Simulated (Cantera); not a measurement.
A perfectly stirred reactor is fed with CH4 : O2 : N2 = 1 : 2.63 : 9.89 (molar parts), equivalence ratio 0.76, at 500000 Pa; it is adiabatic with a 350 K inlet, and is followed from long to short residence time, starting on the burning branch (τ in s: 0.33, 0.13, 0.054, 0.022, 0.009, 0.0037, 0.0015, 0.00061, 0.00025, 0.0001, 4.2e-05, 1.7e-05, 6.9e-06).

Computed with Cantera and GRI-Mech 3.0 (53 species, 325 reactions).

One state of this run: T (K) = 1977; x CH4 = 1.08e-5; x O2 = 0.0465; x CH2 = 8.40e-8; x NO = 6.62e-5; x H2 = 0.000151; x CO2 = 0.0734; x CH3 = 3.38e-6. x: mole fraction; the columns are a selection and need not sum to one.

Which value of τ (s) does it belong to?
A) 0.0090
B) 0.00010
C) 0.022
D) 6.9e-6

C, 0.022
